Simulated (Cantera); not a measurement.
Charge: 1 mol CCl4, 0.083 mol H2, at 2575 °C and 0.000180 bar.

Method: chemical equilibrium by Gibbs-energy minimisation in Cantera with the NASA 1993 tables (ideal gas, pure condensed phases). Candidate condensed phases: C, C6H6, C7H8, C8H18; 91 gas species. The tables' values for CCl are old estimates; treat these amounts as uncertain. The numbers say what is thermodynamically allowed, not how fast it happens.

Base state: Cl 0.866, C3 0.0540, H 0.0350, C 0.0341, C2 0.00957, HCl 0.000850, C5 0.000189, C4 6.44e-5 (mole fractions); condensed: gas only.

**Question.** What changes in the equilibrium state with this change: temperature from 2575 °C to 1952 °C?

**Answer.** 
```csv
species,before,after
Cl,0.866,0.959
HCl,0.000850,0.0348
H,0.0350,0.00614
C3,0.0540,2.21e-5
C,0.0341,1.32e-5
C4,6.44e-5,4.00e-9
C5,0.000189,1.72e-8
C2,0.00957,1.94e-6
C2H,5.78e-5,6.68e-7
"C(graphite), mol",0,1.000
```

**Question.** What changes in the equilibrium state with this change: temperature from 2575 °C to 1875 °C?

**Answer.** 
```csv
species,before,after
Cl,0.866,0.959
HCl,0.000850,0.0384
H,0.0350,0.00283
C3,0.0540,4.56e-6
C,0.0341,3.29e-6
C5,0.000189,2.29e-9
C4,6.44e-5,<1e-9
"C(graphite), mol",0,1.000
```

**Question.** What changes in the equilibrium state with this change: H2 from 0.083 to 0.15 mol?

**Answer.** 
| species | before | after |
|---|---|---|
| Cl | 0.866 | 0.841 |
| H | 0.0350 | 0.0615 |
| C3 | 0.0540 | 0.0523 |
| C | 0.0341 | 0.0338 |
| H2 | 2.37e-5 | 7.30e-5 |
| C2H | 5.78e-5 | 9.94e-5 |
| HCl | 0.000850 | 0.00145 |
